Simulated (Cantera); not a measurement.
**Gas-phase reforming**

An isothermal, constant-pressure homogeneous reactor starts with CH4 : H2O : H2 = 1 : 0.99 : 0.65 (molar parts), at 1475 K and 1200000 Pa.

Model: GRI-Mech 3.0 (53 species, 325 reactions), integrated in Cantera. The pressure lies above the range GRI-Mech 3.0 was tuned for (to about 10 atm).

```tsv
t (s)	x CH4	x H2O	x H2	x C2H6	x H	x C2H	x C2H4
1.00e-6	0.379	0.375	0.246	4.28e-10	5.31e-8	<1e-12	1.24e-11
5.09e-6	0.379	0.375	0.246	5.56e-8	2.34e-7	<1e-12	2.30e-9
2.59e-5	0.379	0.375	0.246	4.56e-6	8.02e-7	<1e-12	2.26e-7
0.000132	0.379	0.375	0.246	5.68e-5	9.80e-7	<1e-12	5.66e-6
0.000669	0.378	0.375	0.247	0.000242	1.12e-6	<1e-12	0.000103
0.00341	0.375	0.374	0.249	0.000405	1.24e-6	1.01e-12	0.00112
0.0173	0.360	0.371	0.261	0.000457	1.35e-6	1.94e-11	0.00477
0.0881	0.312	0.360	0.301	0.000650	1.82e-6	1.03e-10	0.0147
0.448	0.287	0.349	0.326	0.000774	2.15e-6	1.40e-10	0.0189
2.28	0.278	0.318	0.357	0.000660	2.25e-6	9.54e-11	0.0147
11.6	0.238	0.246	0.441	0.000394	2.50e-6	3.37e-11	0.00711
59.0	0.160	0.151	0.566	0.000138	2.83e-6	6.32e-12	0.00194
300	0.0787	0.0703	0.680	2.79e-5	3.11e-6	<1e-12	0.000326
```
x: mole fraction; the columns are a selection and need not sum to one.

Equilibrium at this temperature and pressure: CH4 0.0106, H2O 0.00762, H2 0.772, C2H6 4.50e-7, H 3.31e-6, C2H <1e-12, C2H4 4.63e-6 (gas phase only).
